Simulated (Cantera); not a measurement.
An adiabatic, constant-pressure homogeneous reactor starts with CH4 : CO : O2 : N2 = 1 : 0.23 : 3.78 : 14.2 (molar parts), at 1675 K and 1.00 atm. Integrator tolerance rtol = 1e-08.

Model: GRI-Mech 3.0 (53 species, 325 reactions), integrated in Cantera.

```csv
quantity,before,after
time of steepest temperature rise,0.234 ms,0.642 s
temperature at 6.00 s,2583 K,2170 K
equilibrium temperature,2583 K,2170 K
x(CH4) at 6.00 s,<1e-12 (gas-phase equilibrium <1e-12),<1e-12 (gas-phase equilibrium <1e-12)
x(CO) at 6.00 s,0.0106 (gas-phase equilibrium 0.0106),0.00107 (gas-phase equilibrium 0.00107)
x(O2) at 6.00 s,0.0788 (gas-phase equilibrium 0.0788),0.0829 (gas-phase equilibrium 0.0829)
x(OH) at 6.00 s,0.0140 (gas-phase equilibrium 0.0140),0.00354 (gas-phase equilibrium 0.00354)
x(C2H) at 6.00 s,<1e-12 (gas-phase equilibrium <1e-12),<1e-12 (gas-phase equilibrium <1e-12)
x(CH2O) at 6.00 s,1.24e-11 (gas-phase equilibrium 1.24e-11),<1e-12 (gas-phase equilibrium <1e-12)
```

Task: Name the change that produced these shifts.
A. initial temperature 1675 to 1500 K
B. initial temperature 1675 to 1000 K
C. initial temperature 1675 to 1023 K
D. N2 14.2 to 20 parts

Result: C, initial temperature 1675 to 1023 K
